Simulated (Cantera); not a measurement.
A closed system holds: 1 mol SiH2Cl2, a varied amount of O2, equilibrated at 1598 K and 17.0 Pa.

Method: chemical equilibrium by Gibbs-energy minimisation in Cantera with the NASA 1993 tables (ideal gas, pure condensed phases). Candidate condensed phases: H2O, Si, SiO2; 30 gas species. The tables' values for SiCl3 are old estimates; treat these amounts as uncertain. The tables hold silica as quartz up to 1696 K and as liquid above; real silica turns to tridymite and cristobalite and melts near 1996 K. Rates play no part.

log p: log10 of the partial pressure in bar; n: condensed amount in mol.

```
n(O2) (mol)  log p HCl  log p O2  log p Cl  log p SiO  log p H2O  log p H2  log p SiCl2  n SiO2(β-quartz)
-----------  ---------  --------  --------  ---------  ---------  --------  -----------  ----------------
0.85             -3.85      <-15     -5.47      -4.71      -8.42     -5.51          ___             0.718
1                -3.79    -12.31     -5.33      -6.65      -6.64     -5.68          ___             0.997
1.2              -3.92     -5.11     -4.55     -10.25      -4.86     -7.49          ___             1.000
1.4              -3.98     -4.71     -4.52     -10.45      -4.83     -7.66          ___             1.000
1.6              -4.02     -4.52     -4.52     -10.54      -4.83     -7.75          ___             1.000
1.9              -4.08     -4.37     -4.54     -10.62      -4.84     -7.84         <-15             1.000
2.2              -4.13     -4.27     -4.55     -10.67      -4.86     -7.91         <-15             1.000
2.6              -4.19     -4.18     -4.58     -10.71      -4.88     -7.98         <-15             1.000
3                -4.25     -4.12     -4.60     -10.74      -4.91     -8.04         <-15             1.000
3.5              -4.30     -4.07     -4.63     -10.77      -4.94     -8.09         <-15             1.000
4.1              -4.37     -4.02     -4.67     -10.79      -4.97     -8.15         <-15             1.000
```

Problem. Some entries are withheld; supply them.

Solution. 
- 0.85, log p SiCl2: -5.94
- 1, log p SiCl2: -9.53
- 1.2, log p SiCl2: -15.19
- 1.4, log p SiCl2: -15.53
- 1.6, log p SiCl2: -15.72
